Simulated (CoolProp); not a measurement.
A simple Rankine cycle with cyclopropane: condensing at 323.15 K, boiler at 3.94 MPa, turbine inlet 472 K, turbine efficiency 0.75, pump efficiency 0.8, no recuperator. Each further row changes one setting.

Computed with CoolProp (reference Helmholtz-energy equation of state, Polt 1992). This equation is an older, rougher fit; its heat capacities, sound speeds and derivatives of the liquid may be far off and weren't checked against measurements.

```json
[
 {"case": "as stated", "thermal efficiency (%)": "9.2", "net work (kJ/kg)": "57.4", "heat in (kJ/kg)": "625", "turbine exit temperature (K)": "429.1", "volume ratio over the turbine": "2.93"},
 {"case": "condensing temperature 315.15 K", "thermal efficiency (%)": "10.5", "net work (kJ/kg)": "67.7", "heat in (kJ/kg)": "644", "turbine exit temperature (K)": "?", "volume ratio over the turbine": "3.51"},
 {"case": "boiler pressure 2.76 MPa", "thermal efficiency (%)": "6.4", "net work (kJ/kg)": "?", "heat in (kJ/kg)": "?", "turbine exit temperature (K)": "?", "volume ratio over the turbine": "2.03"},
 {"case": "turbine efficiency 0.65", "thermal efficiency (%)": "7.8", "net work (kJ/kg)": "49.0", "heat in (kJ/kg)": "625", "turbine exit temperature (K)": "433.1", "volume ratio over the turbine": "2.96"}
]
```

### Question
Fill in the missing entries.

### Answer

- condensing temperature 315.15 K, turbine exit temperature (K): 422.3
- boiler pressure 2.76 MPa, net work (kJ/kg): 41.2
- boiler pressure 2.76 MPa, heat in (kJ/kg): 642
- boiler pressure 2.76 MPa, turbine exit temperature (K): 444.6
